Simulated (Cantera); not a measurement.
# Thermodynamics of silicon nitride deposition, feed SiHCl3 + NH3 + H2

A closed system holds: 1 mol SiHCl3, 0.55 mol NH3, a varied amount of H2, at 1725 °C and 1000 Pa.

These are equilibrium values from Cantera (NASA tables, ideal gas, pure condensed phases), not measurements of a reactor. Candidate condensed phases: NH4Cl, Si, Si3N4; 28 gas species. The tables' values for SiCl3, SiCl, SiN are old estimates; treat these amounts as uncertain. Gases not in the tables: Si2H6 and higher silanes. The numbers say what is thermodynamically allowed, not how fast it happens.

```csv
n(H2) (mol),log p H2,log p HCl,log p SiCl2,log p N2,log p H,log p Cl,log p Si,log p SiCl3,n Si(l)
0.18,-2.52,-2.53,-2.53,-3.08,-4.06,-4.19,-4.75,-4.43,0
0.25,-2.50,-2.53,-2.54,-3.09,-4.05,-4.20,-4.73,-4.46,0
0.35,-2.48,-2.54,-2.55,-3.10,-4.03,-4.23,-4.69,-4.50,0
0.48,-2.45,-2.56,-2.57,-3.12,-4.02,-4.26,-4.65,-4.54,0
0.66,-2.41,-2.58,-2.59,-3.14,-4.00,-4.29,-4.60,-4.60,0
0.91,-2.38,-2.60,-2.62,-3.17,-3.98,-4.34,-4.54,-4.67,0
1.3,-2.33,-2.64,-2.67,-3.21,-3.96,-4.40,-4.47,-4.78,0
1.7,-2.29,-2.67,-2.71,-3.25,-3.94,-4.45,-4.41,-4.87,0
2.4,-2.25,-2.70,-2.78,-3.31,-3.92,-4.50,-4.37,-5.00,0.0255
3.3,-2.21,-2.73,-2.87,-3.37,-3.90,-4.55,-4.37,-5.13,0.0725
4.5,-2.18,-2.77,-2.98,-3.45,-3.88,-4.60,-4.37,-5.29,0.124
6.2,-2.15,-2.81,-3.10,-3.54,-3.87,-4.66,-4.37,-5.48,0.181
8.5,-2.12,-2.87,-3.24,-3.63,-3.85,-4.73,-4.37,-5.68,0.240
```
log p: log10 of the partial pressure in bar; n: condensed amount in mol.

From 0.18 mol H2 to 1.7 mol H2 nothing is condensed. From 2.4 mol H2 to 8.5 mol H2 the condensed part is Si(l). The main Si-bearing gas is SiCl2 throughout.
